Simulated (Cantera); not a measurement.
## Equilibrium for silicon etching in halogen gases: Si + NF3

Feed: 1 mol Si, 5 mol NF3, at 46.0 mbar.

Method: chemical equilibrium by Gibbs-energy minimisation in Cantera with the NASA 1993 tables (ideal gas, pure condensed phases). Candidate condensed phases: Si, Si3N4; 16 gas species. Rates play no part.

```json
[
 {"T (K)": "748", "x F": "0.00943", "x F2": "0.327", "x NF3": "0.311", "x N2": "0.207", "x SiF4": "0.145", "x NF2": "3.24e-7", "x NF": "<1e-12"},
 {"T (K)": "848", "x F": "0.0558", "x F2": "0.515", "x NF3": "0.0576", "x N2": "0.257", "x SiF4": "0.114", "x NF2": "1.09e-6", "x NF": "<1e-12"},
 {"T (K)": "948", "x F": "0.180", "x F2": "0.460", "x NF3": "0.00688", "x N2": "0.251", "x SiF4": "0.102", "x NF2": "1.61e-6", "x NF": "<1e-12"},
 {"T (K)": "1048", "x F": "0.391", "x F2": "0.295", "x NF3": "0.000699", "x N2": "0.223", "x SiF4": "0.0894", "x NF2": "1.48e-6", "x NF": "4.36e-12"},
 {"T (K)": "1148", "x F": "0.596", "x F2": "0.131", "x NF3": "5.36e-5", "x N2": "0.195", "x SiF4": "0.0780", "x NF2": "8.68e-7", "x NF": "2.81e-11"},
 {"T (K)": "1248", "x F": "0.702", "x F2": "0.0453", "x NF3": "3.59e-6", "x N2": "0.180", "x SiF4": "0.0721", "x NF2": "3.87e-7", "x NF": "1.13e-10"},
 {"T (K)": "1348", "x F": "0.740", "x F2": "0.0153", "x NF3": "2.81e-7", "x N2": "0.175", "x SiF4": "0.0700", "x NF2": "1.65e-7", "x NF": "3.46e-10"},
 {"T (K)": "1448", "x F": "0.752", "x F2": "0.00565", "x NF3": "2.90e-8", "x N2": "0.173", "x SiF4": "0.0694", "x NF2": "7.57e-8", "x NF": "8.86e-10"},
 {"T (K)": "1548", "x F": "0.756", "x F2": "0.00233", "x NF3": "3.93e-9", "x N2": "0.173", "x SiF4": "0.0691", "x NF2": "3.77e-8", "x NF": "2.00e-9"},
 {"T (K)": "1648", "x F": "0.757", "x F2": "0.00106", "x NF3": "6.74e-10", "x N2": "0.173", "x SiF4": "0.0690", "x NF2": "2.03e-8", "x NF": "4.07e-9"},
 {"T (K)": "1748", "x F": "0.758", "x F2": "0.000529", "x NF3": "1.41e-10", "x N2": "0.173", "x SiF4": "0.0690", "x NF2": "1.17e-8", "x NF": "7.63e-9"}
]
```
x: gas mole fraction; nothing condenses.

From 748 K to 1748 K nothing is condensed. The main Si-bearing gas is SiF4 throughout.
